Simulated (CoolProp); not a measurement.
A single-stage vapour-compression cycle with the fluid: evaporating at 306.15 K (dew point), condensing at 366.15 K (bubble point), superheat 8 K, subcooling 5 K, compressor efficiency 0.75, no pressure losses. The same conditions are run with several fluids, on thermodynamics alone (safety and materials aside).

Model: reference Helmholtz-energy equation of state of each fluid (chloromethane (R40): Thol 2014; ethanol: Schroeder 2014; cis-2-butene: Lemmon 2005; sulfur dioxide: Gao 2016; the fluoroketone C6F12O (FK-5-1-12): McLinden 2015; dimethyl ether: Wu 2011), in CoolProp.

```csv
fluid,cooling COP,pressure ratio,discharge temperature (K),refrigerating effect (kJ/kg),volumetric capacity (kJ/m³)
chloromethane (R40),2.95,3.93,432.6,276,4340
ethanol,3.33,14.2,452.7,772,169
cis-2-butene,2.97,4.48,382.4,262,1670
sulfur dioxide,3.01,4.72,460.4,273,3670
the fluoroketone C6F12O (FK-5-1-12),2.07,6.70,366.1,37.1,261
dimethyl ether,2.75,3.90,393.3,253,3760
```

The compression ends wet for: the fluoroketone C6F12O (FK-5-1-12).
